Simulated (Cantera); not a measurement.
Catalytic stagnation flow on Pt

A jet of H₂ : O₂ : N₂ = 0.01 : 0.2 : 0.79 (molar parts), equivalence ratio 0.025 at 300 K and 0.0320 bar hits a platinum plate 3.1 cm away at a mass flux of 0.033 kg/m²/s; the plate temperature is set and raised in steps from an oxygen-covered start.

Cantera simulation using Deutschmann's 1995 Pt surface mechanism with GRI-Mech 3.0 gas chemistry; the numbers are that mechanism's predictions, not measurements. Catalytic surfaces can have several steady states; this one follows from the mechanism file's or the stated starting coverage.

```csv
plate T (K),wall x H₂,wall x O₂,wall x H₂O,wall x OH,θ free Pt,θ O*,θ OH*
600,0.00345,0.193,0.0126,<1e-8,0.0296,0.969,0.00154
650,0.00335,0.193,0.0127,<1e-8,0.0324,0.967,0.00106
700,0.00289,0.193,0.0135,<1e-8,0.0419,0.957,0.000848
750,0.00211,0.192,0.0149,<1e-8,0.0663,0.933,0.000792
800,0.00147,0.191,0.0160,<1e-8,0.107,0.892,0.000763
850,0.00106,0.191,0.0167,1.42e-8,0.161,0.838,0.000717
```
x: mole fraction at the wall; θ: surface coverage.
